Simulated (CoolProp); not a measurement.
Vapour-liquid equilibrium of carbon dioxide (1) + R142b (2) at 5.17 bar; x and y are mole fractions of (1).

Computed with CoolProp (multi-fluid Helmholtz-energy mixture model, Span 1996 and Lemmon 2006; pair parameters Bell 2016).

```csv
x,"bubble temperature, mixture model (K)","bubble temperature, Raoult's law (K)","y, mixture model","y, Raoult's law"
0.05,296.4,290.2,0.382,0.517
0.15,270.9,265.6,0.760,0.823
0.25,254.3,251.8,0.890,0.913
0.35,243.4,242.7,0.942,0.951
0.45,235.9,236.0,0.966,0.970
0.55,230.4,230.9,0.979,0.982
0.65,226.4,226.7,0.986,0.989
0.75,223.1,223.2,0.991,0.993
0.85,220.3,220.3,0.995,0.997
0.95,217.8,217.7,0.998,0.999
```

The largest gap from Raoult's law is +6.2 K in bubble temperature, at x = 0.05. No azeotrope shows between x = 0.05 and 0.95.

Pair parameters are fitted to limited data, so mixtures are less certain than the pure fluids. The gap from Raoult's law changes sign with composition, which may be real or a fault of the pair parameters; it wasn't checked against measurements.
